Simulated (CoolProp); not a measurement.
Saturated liquid density (kg/m³) of R143a: the reference equation beside estimates from Tc = 72.7 °C, pc = 3.762 MPa, ω = 0.261. Rackett uses Z = 0.29056 − 0.08775 ω.

The numbers come from the reference Helmholtz-energy equation of state, Lemmon and Jacobsen 2000 in CoolProp.

```csv
T (°C),reference,Rackett,van der Waals
2.25,1017,948.5,569.2
4.85,1008,940.0,564.0
7.35,998.7,931.8,559.0
9.95,989.2,923.0,553.6
12.55,979.6,914.1,548.1
15.15,969.8,904.9,542.5
17.75,959.7,895.6,536.8
20.25,949.8,886.4,531.1
22.85,939.2,(withheld),525.1
25.45,(withheld),866.6,518.9
28.05,917.1,856.3,(withheld)
30.65,905.5,845.7,506.0
33.15,894.0,835.2,499.5
35.75,881.6,823.8,492.5
```

What belongs in the gaps?


- 22.85, Rackett: 876.7
- 25.45, reference: 928.3
- 28.05, van der Waals: 512.5

Absolute difference from the reference over all 14 rows, mean and median: Rackett 6.7 and 6.7 %, van der Waals 44.1 and 44.1 %.
